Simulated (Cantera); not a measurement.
Cantera run:

```python
import numpy as np
import cantera as ct

gas_names = """
    C CO CO2 C2 C2O C3 C3O2 C4 C5 Mg MgO Mg2 O O2 O3
""".split()
cond_names = """
    C(gr) Mg(cr) Mg(L) MgCO3(s) MgO(s) MgO(L)
""".split()


# ... load() reads the species with a 1 bar reference pressure and builds the phases ...
atoms = {
    'MgO': {'Mg': 1, 'O': 1},
    'CO': {'C': 1, 'O': 1},
    'C': {'C': 1},
    'O2': {'O': 2},
}
top_T = {'C(gr)': 4500}  # K; cautious upper limits of use, not melting points


# ... equilibrate(T, P, feed) seeds the gas with the atoms and calls Mixture.equilibrate('TP', solver="vcs", rtol=1e-11, max_steps=5000) ...
results = []
feed = {'MgO': 1, 'CO': 1.3, 'C': 1.4, 'O2': 0.0021}  # mol
P = 10000  # Pa
for T in [1300, 1400, 1500, 1600, 1700, 1800, 1900, 2000, 2100, 2200, 2300]:
    mix = equilibrate(T, P, feed)
    results.append((T, P, feed, dict(zip(mix.species_names, mix.species_moles))))
    x = sorted(zip(gas.X, gas.species_names), reverse=True)
    print(f"T = {T:g} K  P = {P:g} Pa  gas = {mix.phase_moles(0):.4g} mol")
    print("   x: " + "  ".join(f"{s} {v:.3e}" for v, s in x if v > 1e-06))
    print("   condensed (mol): " + ("  ".join(f"{mix.phase(i).name} {mix.phase_moles(i):.4g}"
          for i in range(1, mix.n_phases) if mix.phase_moles(i) > 1e-12) or "none"))
```

Output:

```
T = 1300 K  P = 10000 Pa  gas = 1.304 mol
   x: CO 9.995e-01  CO2 5.167e-04
   condensed (mol): C(gr) 1.396  MgO(s) 1
T = 1400 K  P = 10000 Pa  gas = 1.304 mol
   x: CO 9.998e-01  CO2 1.715e-04  Mg 1.675e-06
   condensed (mol): C(gr) 1.396  MgO(s) 1
T = 1500 K  P = 10000 Pa  gas = 1.304 mol
   x: CO 9.999e-01  CO2 6.635e-05  Mg 5.846e-05
   condensed (mol): C(gr) 1.396  MgO(s) 0.9999
T = 1600 K  P = 10000 Pa  gas = 1.308 mol
   x: CO 9.987e-01  Mg 1.296e-03  CO2 2.901e-05
   condensed (mol): C(gr) 1.394  MgO(s) 0.9983
T = 1700 K  P = 10000 Pa  gas = 1.359 mol
   x: CO 9.799e-01  Mg 2.012e-02  CO2 1.356e-05
   condensed (mol): C(gr) 1.368  MgO(s) 0.9727
T = 1800 K  P = 10000 Pa  gas = 3.304 mol
   x: CO 6.974e-01  Mg 3.026e-01  CO2 3.629e-06  Mg2 1.517e-06
   condensed (mol): C(gr) 0.3958
T = 1900 K  P = 10000 Pa  gas = 3.304 mol
   x: CO 6.974e-01  Mg 3.026e-01  CO2 2.061e-06  Mg2 1.324e-06
   condensed (mol): C(gr) 0.3958
T = 2000 K  P = 10000 Pa  gas = 3.304 mol
   x: CO 6.974e-01  Mg 3.026e-01  CO2 1.243e-06  Mg2 1.163e-06
   condensed (mol): C(gr) 0.3958
T = 2100 K  P = 10000 Pa  gas = 3.304 mol
   x: CO 6.974e-01  Mg 3.026e-01  Mg2 1.029e-06
   condensed (mol): C(gr) 0.3958
T = 2200 K  P = 10000 Pa  gas = 3.304 mol
   x: CO 6.974e-01  Mg 3.026e-01
   condensed (mol): C(gr) 0.3958
T = 2300 K  P = 10000 Pa  gas = 3.304 mol
   x: CO 6.974e-01  Mg 3.026e-01
   condensed (mol): C(gr) 0.3958
```

These are equilibrium values from Cantera (NASA tables, ideal gas, pure condensed phases), not measurements of a reactor.
